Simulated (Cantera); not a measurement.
A closed system holds: 1 mol CsOH, 0.47 mol H2, 0.043 mol O2, equilibrated at 1698 K and 13300 Pa.

Cantera equilibrium calculation (NASA polynomials, part measured and part estimated; ideal gas, pure solids and liquids). Candidate condensed phases: Cs, CsOH, H2O; 15 gas species. Kinetics and transport are ignored.

Task: What is the equilibrium state?

Result: 
```json
{
 "x(CsOH)": "0.441",
 "x(H2O)": "0.232",
 "x(Cs)": "0.178",
 "x(H2)": "0.149",
 "x(H)": "0.000153",
 "x(Cs2(OH)2)": "2.90e-5",
 "x(Cs2)": "2.22e-5",
 "x(OH)": "1.22e-5",
 "x(CsO)": "1.02e-6",
 "gas_amount": "1.614 mol",
 "log10 activity of CsOH(l) (absent)": "-2.46",
 "log10 activity of Cs(l) (absent)": "-3.19"
}
```
